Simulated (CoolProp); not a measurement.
A closed Brayton cycle with dry air: compressor inlet 321.15 K and 4.9 MPa, high pressure 15.7 MPa, turbine inlet 665 K, compressor efficiency 0.85, turbine efficiency 0.9, recuperator effectiveness 0.8 (on enthalpy, no pinch check). Each further row changes one setting.

Values from CoolProp's reference Helmholtz-energy equation of state, Lemmon 2000. It is a pseudo-pure fit of the blend.

```json
[
 {"case": "as stated", "thermal efficiency (%)": "12.4", "net work (kJ/kg)": "23.3", "compressor to turbine work": "0.87", "compressor exit (K)": "471.3", "turbine exit (K)": "500.1"},
 {"case": "turbine inlet 615 K", "thermal efficiency (%)": "6.1", "net work (kJ/kg)": "9.63", "compressor to turbine work": "0.94", "compressor exit (K)": "471.3", "turbine exit (K)": "460.9"},
 {"case": "compressor inlet 331.15 K", "thermal efficiency (%)": "9.9", "net work (kJ/kg)": "18.3", "compressor to turbine work": "0.90", "compressor exit (K)": "485.7", "turbine exit (K)": "500.1"},
 {"case": "high pressure 13.3 MPa", "thermal efficiency (%)": "15.3", "net work (kJ/kg)": "26.8", "compressor to turbine work": "0.83", "compressor exit (K)": "446.9", "turbine exit (K)": "520.8"},
 {"case": "recuperator effectiveness 0.5", "thermal efficiency (%)": "11.9", "net work (kJ/kg)": "23.3", "compressor to turbine work": "0.87", "compressor exit (K)": "471.3", "turbine exit (K)": "500.1"}
]
```
